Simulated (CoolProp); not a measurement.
Vapour-liquid equilibrium of carbon dioxide (1) + isopentane (2) at 233.9 K; x and y are mole fractions of (1).

Computed with CoolProp (multi-fluid Helmholtz-energy mixture model, Span 1996 and Lemmon 2006; pair parameters Kunz 2012).

```json
[
 {"x": "0.05", "bubble pressure, mixture model (bar)": "1.008", "bubble pressure, Raoult's law (bar)": "0.5591", "y, mixture model": "0.956", "y, Raoult's law": "0.923"},
 {"x": "0.125", "bubble pressure, mixture model (bar)": "2.406", "bubble pressure, Raoult's law (bar)": "1.330", "y, mixture model": "0.982", "y, Raoult's law": "0.970"},
 {"x": "0.2", "bubble pressure, mixture model (bar)": "3.660", "bubble pressure, Raoult's law (bar)": "2.101", "y, mixture model": "0.988", "y, Raoult's law": "0.983"},
 {"x": "0.275", "bubble pressure, mixture model (bar)": "4.713", "bubble pressure, Raoult's law (bar)": "2.872", "y, mixture model": "0.991", "y, Raoult's law": "0.989"},
 {"x": "0.35", "bubble pressure, mixture model (bar)": "5.554", "bubble pressure, Raoult's law (bar)": "3.643", "y, mixture model": "0.992", "y, Raoult's law": "0.992"},
 {"x": "0.425", "bubble pressure, mixture model (bar)": "6.207", "bubble pressure, Raoult's law (bar)": "4.414", "y, mixture model": "0.993", "y, Raoult's law": "0.994"},
 {"x": "0.5", "bubble pressure, mixture model (bar)": "6.720", "bubble pressure, Raoult's law (bar)": "5.185", "y, mixture model": "0.994", "y, Raoult's law": "0.996"},
 {"x": "0.575", "bubble pressure, mixture model (bar)": "7.147", "bubble pressure, Raoult's law (bar)": "5.956", "y, mixture model": "0.995", "y, Raoult's law": "0.997"},
 {"x": "0.65", "bubble pressure, mixture model (bar)": "7.546", "bubble pressure, Raoult's law (bar)": "6.727", "y, mixture model": "0.995", "y, Raoult's law": "0.998"},
 {"x": "0.725", "bubble pressure, mixture model (bar)": "7.966", "bubble pressure, Raoult's law (bar)": "7.498", "y, mixture model": "0.996", "y, Raoult's law": "0.998"},
 {"x": "0.8", "bubble pressure, mixture model (bar)": "8.452", "bubble pressure, Raoult's law (bar)": "8.269", "y, mixture model": "0.997", "y, Raoult's law": "0.999"},
 {"x": "0.875", "bubble pressure, mixture model (bar)": "9.042", "bubble pressure, Raoult's law (bar)": "9.040", "y, mixture model": "0.998", "y, Raoult's law": "0.999"},
 {"x": "0.95", "bubble pressure, mixture model (bar)": "9.763", "bubble pressure, Raoult's law (bar)": "9.811", "y, mixture model": "0.999", "y, Raoult's law": "1.000"}
]
```

The largest gap from Raoult's law is +80.9 % in bubble pressure, at x = 0.125. No azeotrope shows between x = 0.05 and 0.95.

Pair parameters are fitted to limited data, so mixtures are less certain than the pure fluids. The gap from Raoult's law changes sign with composition, which may be real or a fault of the pair parameters; it wasn't checked against measurements. With so large a gap from Raoult's law the liquid may split in two, which this calculation doesn't test in full.
